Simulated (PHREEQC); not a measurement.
A PHREEQC speciation (ion-association model, phreeqc.dat) at 80 °C gives pH 5.09 and these molalities:

```tsv
species	mol/kgw
Zn+2	0.0129
SO4-2	0.0124
ZnSO4	0.00934
Zn(SO4)2-2	0.000684
Fe+2	0.000155
FeSO4	0.000145
ZnOH+	3.08e-5
HSO4-	2.12e-5
H+	9.77e-6
FeOH+	1.05e-7
OH-	3.99e-8
```

Q: What are the element totals, and what could have been dissolved in 1 kg of water to give them?

A: Several could match; the one computed here: totals Fe(2) 0.000300, S(6) 0.0233, Zn 0.0230 mol/kgw, from 23 mmol/kgw ZnSO4 and 0.3 mmol/kgw FeSO4.

Precipitation was switched off in this run. At this temperature some constants are extrapolated from 25 °C, and those without enthalpy data are left unchanged.
